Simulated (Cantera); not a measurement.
Cantera with NASA thermochemical tables; ideal gases at 1 bar, condensed phases pure. Values are per mole of reaction as written; species without (g) are pure solids or liquids, kept so even where they would boil at 1 bar.

### Question
Between 300 and 1998 K, where is each reaction favourable under standard conditions?
- 3 O(g) → O3(g)

### Answer
- 3 O(g) → O3(g): ΔG° is -532 kJ at 300 K and -88 kJ at 1998 K; it stays negative (K > 1). ΔH° is -618 kJ and ΔS° -265 J/K at 1998 K.
